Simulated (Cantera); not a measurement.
An isothermal, constant-pressure homogeneous reactor starts with NO : N2 = 1 : 0.16 (molar parts), at 2000 K and 20.0 Torr. Integrator tolerance rtol = 1e-08.

Detailed kinetics in Cantera: GRI-Mech 3.0 (53 species, 325 reactions). Radical loss at walls, strong at low pressure, is not modelled.

### Question
What does this change do: NO 1 to 0.53 parts?

### Answer
```json
[
 {"quantity": "x(NO) at 1.00 s", "before": "0.768 (gas-phase equilibrium 0.00925)", "after": "0.691 (gas-phase equilibrium 0.00908)"},
 {"quantity": "x(O2) at 1.00 s", "before": "0.0461 (gas-phase equilibrium 0.424)", "after": "0.0377 (gas-phase equilibrium 0.378)"},
 {"quantity": "x(O) at 1.00 s", "before": "0.00111 (gas-phase equilibrium 0.00269)", "after": "0.00102 (gas-phase equilibrium 0.00253)"},
 {"quantity": "x(NO2) at 1.00 s", "before": "9.70e-5 (gas-phase equilibrium 3.70e-6)", "after": "7.97e-5 (gas-phase equilibrium 3.42e-6)"},
 {"quantity": "x(N2O) at 1.00 s", "before": "0.000188 (gas-phase equilibrium 7.18e-8)", "after": "0.000156 (gas-phase equilibrium 7.34e-8)"},
 {"quantity": "x(N2) at 1.00 s", "before": "0.185 (gas-phase equilibrium 0.564)", "after": "0.270 (gas-phase equilibrium 0.611)"}
]
```

### Question
What does this change do: 0.022 parts H2O added?

### Answer
```
quantity                                            before                                    after
----------------  ----------------------------------------  ---------------------------------------
x(NO) at 1.00 s      0.768 (gas-phase equilibrium 0.00925)    0.741 (gas-phase equilibrium 0.00906)
x(O2) at 1.00 s       0.0461 (gas-phase equilibrium 0.424)     0.0510 (gas-phase equilibrium 0.416)
x(O) at 1.00 s     0.00111 (gas-phase equilibrium 0.00269)  0.00101 (gas-phase equilibrium 0.00266)
x(NO2) at 1.00 s   9.70e-5 (gas-phase equilibrium 3.70e-6)  9.72e-5 (gas-phase equilibrium 3.58e-6)
x(N2O) at 1.00 s  0.000188 (gas-phase equilibrium 7.18e-8)  9.63e-5 (gas-phase equilibrium 6.97e-8)
x(N2) at 1.00 s        0.185 (gas-phase equilibrium 0.564)      0.187 (gas-phase equilibrium 0.553)
```
